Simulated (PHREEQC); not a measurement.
Dissolve 7.1 mmol/kgw KH2PO4 and 0.3 mmol/kgw HNO3 at 25 °C. Closed to the air; pH follows from the charge balance.

The numbers come from PHREEQC with the ion-association model, phreeqc.dat.

| quantity | before | after |
|---|---|---|
| pH | 3.82 | 3.80 |
| H3PO4 (mol/kgw) | 0.000141 | 0.000133 |
| HPO4-2 (mol/kgw) | 3.74e-6 | 3.18e-6 |
| KHPO4- (mol/kgw) | 3.63e-8 | 2.82e-8 |

Problem. Which change was made?
A) temperature from 25 to 90 °C
B) HNO3 left out
C) KH2PO4 from 0.0071 to 0.00639 mol/kgw
D) HNO3 from 0.0003 to 0.00045 mol/kgw

Solution. C, KH2PO4 from 0.0071 to 0.00639 mol/kgw

This is a speciation only: nothing precipitates in the calculation.
